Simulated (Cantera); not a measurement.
## Pyrogenic steam for wet oxidation

A perfectly stirred reactor is fed with H₂ : O₂ : N₂ = 1.6 : 0.33 : 19 (molar parts), at 11000 Pa; it is held at 925 K, and followed from long to short residence time.

Computed with Cantera and GRI-Mech 3.0 (53 species, 325 reactions). Radical loss at walls, strong at low pressure, is not modelled. Below about 950 K walls govern HO2 and H2O2 in real vessels.

| τ (s) | x H₂ | x O₂ | x H | x OH | x H₂O₂ |
|---|---|---|---|---|---|
| 6.6 | 0.0454 | 7.02e-5 | 0.000727 | 6.77e-7 | 1.11e-11 |
| 2.5 | 0.0452 | 0.000115 | 0.00117 | 1.16e-6 | 1.57e-11 |
| 0.97 | 0.0450 | 0.000188 | 0.00184 | 2.02e-6 | 2.50e-11 |
| 0.37 | 0.0447 | 0.000314 | 0.00287 | 3.68e-6 | 4.63e-11 |
| 0.14 | 0.0444 | 0.000535 | 0.00442 | 7.04e-6 | 1.02e-10 |
| 0.055 | 0.0441 | 0.000923 | 0.00643 | 1.37e-5 | 2.51e-10 |
| 0.021 | 0.0444 | 0.00171 | 0.00885 | 2.75e-5 | 7.17e-10 |
| 0.0082 | 0.0468 | 0.00335 | 0.0106 | 5.10e-5 | 2.01e-9 |
x: mole fraction; the columns are a selection and need not sum to one.
